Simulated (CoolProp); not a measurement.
The fluid at 293.1 K and 0.917 MPa (liquid) is heated at constant pressure to 382.6 K. The same conditions are run with several fluids, on thermodynamics alone (safety and materials aside).

Model: reference Helmholtz-energy equation of state of each fluid (dodecamethylpentasiloxane (MD3M): Thol 2019; methanol: de Reuck 1993; neopentane: Lemmon 2006; n-perfluorohexane: Gao 2022; tetradecamethylhexasiloxane (MD4M): Thol 2019), in CoolProp.

```
fluid                               heat (kJ/kg)  final phase  final density (kg/m³)
----------------------------------  ------------  -----------  ---------------------
dodecamethylpentasiloxane (MD3M)             161       liquid                    790
methanol                              (withheld)       liquid                    701
neopentane                            (withheld)          gas             (withheld)
n-perfluorohexane                     (withheld)       liquid             (withheld)
tetradecamethylhexasiloxane (MD4M)           161       liquid                    806
```

Q: What belongs in the gaps?

A: 
- methanol, heat (kJ/kg): 255
- neopentane, heat (kJ/kg): 457
- neopentane, final density (kg/m³): 25.0
- n-perfluorohexane, heat (kJ/kg): 99.3
- n-perfluorohexane, final density (kg/m³): 1390
